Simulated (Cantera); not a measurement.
Feed: 1 mol borazine, 35 mol H2, 7.6 mol NH3, equilibrated at 1125 K and 7.50 Torr.

Equilibrium computed with Cantera from the NASA thermochemical tables; the gas is ideal and each condensed phase is pure. Candidate condensed phases: B, BN; 15 gas species. The feed counts by its element totals alone. The numbers say what is thermodynamically allowed, not how fast it happens.

Base state: H2 0.929, N2 0.0714 (mole fractions); condensed: BN(s).

What changes in the equilibrium state with this change: borazine replaced by B2O3?


| species | before | after |
|---|---|---|
| H2 | 0.929 | 0.924 |
| N2 | 0.0714 | 0.0754 |
| H2O | 0 | 0.000775 |
| HBO2 | 0 | 7.37e-5 |
| BN(s), mol | 3.00 | 0.0271 |
| B2O3(l), mol | 0 | 0.985 |
Mutual solubility and eutectic melting of coexisting phases are not modelled. Further candidate phases: B2O3, B3O3H3, H2O.

What changes in the equilibrium state with this change: NH3 from 7.6 to 0.34 mol?


| species | before | after |
|---|---|---|
| H2 | 0.929 | 0.996 |
| N2 | 0.0714 | 0.00439 |
| BN(s), mol | 3.00 | 3.00 |
